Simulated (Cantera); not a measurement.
Standard-state values (1 bar) from the NASA 1993 polynomials, evaluated with Cantera. Values are per mole of reaction as written; species without (g) are pure solids or liquids, kept so even where they would boil at 1 bar.

C + FeS2 → Fe + CS2(g), with ΔH° = 288.5 kJ and ΔS° = 206.7 J/K at 300 K.

Task: How far is the shortcut ΔG° ≈ ΔH°(300 K) − T·ΔS°(300 K) from the full temperature-dependent value at 548, 573, 598, 623, 648, 673, 698 K?

Result: 
```
T (K)  shortcut (kJ)  full (kJ)  difference (kJ)  difference in log10 K
-----  -------------  ---------  ---------------  ---------------------
548            175.2      175.4             -0.2                   0.02
573            170.1      170.3             -0.2                   0.02
598            164.9      165.2             -0.3                   0.02
623            159.8      160.1             -0.3                   0.03
648            154.6      155.0             -0.4                   0.03
673            149.4      149.9             -0.5                   0.03
698            144.3      144.8             -0.5                   0.04
```
The shortcut ignores the heat-capacity change of the reaction.
